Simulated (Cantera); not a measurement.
**Moist CO burnout**

An isothermal, constant-pressure homogeneous reactor starts with CO : O₂ : H₂O : N₂ = 0.007 : 0.0064 : 0.021 : 1 (molar parts), at 1298 K and 1.48 atm.

Cantera simulation using GRI-Mech 3.0 (53 species, 325 reactions); the numbers are that mechanism's predictions, not measurements.

| t (s) | x CO | x O₂ | x H₂O | x H₂ | x NO | x CO₂ | x HO₂ |
|---|---|---|---|---|---|---|---|
| 3.00e-5 | 0.00677 | 0.00619 | 0.0203 | 2.25e-12 | <1e-12 | 4.25e-10 | 2.28e-11 |
| 0.000115 | 0.00677 | 0.00619 | 0.0203 | 1.69e-10 | <1e-12 | 2.61e-9 | 1.59e-10 |
| 0.000440 | 0.00677 | 0.00619 | 0.0203 | 1.50e-8 | <1e-12 | 7.92e-8 | 6.71e-9 |
| 0.00169 | 0.00603 | 0.00585 | 0.0200 | 0.000158 | 4.59e-9 | 0.000733 | 2.63e-6 |
| 0.00646 | 0.000474 | 0.00308 | 0.0202 | 0.000127 | 3.07e-7 | 0.00631 | 1.18e-6 |
| 0.0248 | 3.03e-5 | 0.00283 | 0.0203 | 9.75e-6 | 3.25e-7 | 0.00676 | 2.09e-7 |
| 0.0949 | 1.70e-6 | 0.00281 | 0.0204 | 7.89e-7 | 3.27e-7 | 0.00679 | 1.82e-8 |
| 0.363 | 9.84e-8 | 0.00281 | 0.0204 | 1.04e-7 | 3.28e-7 | 0.00679 | 2.22e-9 |
| 1.39 | 2.08e-8 | 0.00281 | 0.0204 | 3.34e-8 | 3.29e-7 | 0.00679 | 8.35e-10 |
| 5.33 | 1.55e-8 | 0.00281 | 0.0204 | 2.65e-8 | 3.29e-7 | 0.00679 | 7.23e-10 |
| 20.4 | 1.55e-8 | 0.00281 | 0.0204 | 2.64e-8 | 3.29e-7 | 0.00679 | 7.23e-10 |
| 78.3 | 1.55e-8 | 0.00281 | 0.0204 | 2.64e-8 | 3.30e-7 | 0.00679 | 7.23e-10 |
| 300 | 1.55e-8 | 0.00281 | 0.0204 | 2.64e-8 | 3.31e-7 | 0.00679 | 7.23e-10 |
x: mole fraction; the columns are a selection and need not sum to one.

Equilibrium at this temperature and pressure: CO 1.55e-8, O₂ 0.00279, H₂O 0.0204, H₂ 2.66e-8, NO 5.02e-5, CO₂ 0.00679, HO₂ 7.18e-10 (gas phase only).
